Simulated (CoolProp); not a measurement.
Vapour-liquid equilibrium of toluene (1) + o-xylene (2) at 1.14 MPa; x and y are mole fractions of (1).

Computed with CoolProp (multi-fluid Helmholtz-energy mixture model, Lemmon 2006 and Zhou 2012; pair parameters Bell 2016).

Problem. Give the bubble temperature and the first vapour's composition at x = 0.2, 0.8, 0.95. Is there an azeotrope?

Solution. x = 0.2: 257.0 °C, y = 0.282; x = 0.8: 231.7 °C, y = 0.868; x = 0.95: 226.5 °C, y = 0.969. No azeotrope shows between x = 0.05 and 0.95.

Pair parameters are fitted to limited data, so mixtures are less certain than the pure fluids.
